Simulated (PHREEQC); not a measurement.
Solution (25 °C): 0.0027 mol/kgw ZnSO4, 0.00032 mol/kgw CuCl2, 7.6e-05 mol/kgw NaF and 0.01 mol/kgw Na2SO4. Closed to the air; pH follows from the charge balance.

Model: ion-association model, wateq4f.dat, run in PHREEQC.

Problem. The ionic strength comes out as 0.0357 mol/kgw. What activity coefficients do Cu+2, HSO4-, Na+, SO4-2, Cl- get?

Solution. Cu+2 0.52, HSO4- 0.84, Na+ 0.84, SO4-2 0.51, Cl- 0.83.

This is a speciation only: nothing precipitates in the calculation. Saturation is exceeded, for instance for Brochantite, Antlerite; the values hold only as long as no solid forms. Species that the database lacks are ignored.
